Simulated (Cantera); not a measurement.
Input: 1 mol Si3N4, 0.0032 mol Si, 3.3 mol N2, at 1000 Pa.

Equilibrium computed with Cantera from the NASA thermochemical tables; the gas is ideal and each condensed phase is pure. Candidate condensed phases: Si, Si3N4; 7 gas species. Kinetics and transport are ignored.

Which condensed phases are stable at each of these points (T (K)): 1423, 1623, 1823, 2023, 2223, 2423, 2623, 2823, 3023?


| T (K) | condensed phases | Si condensed (%) |
|---|---|---|
| 1423 | Si3N4(s) | 100.0 |
| 1623 | Si3N4(s) | 100.0 |
| 1823 | Si(l) | 99.9 |
| 2023 | Si(l) | 98.9 |
| 2223 | Si(l) | 90.7 |
| 2423 | Si(l) | 30.9 |
| 2623 | gas only | 0.0 |
| 2823 | gas only | 0.0 |
| 3023 | gas only | 0.0 |

From 1423 K to 1623 K the condensed part is Si3N4(s). From 1823 K to 2423 K the condensed part is Si(l). From 2623 K to 3023 K nothing is condensed.
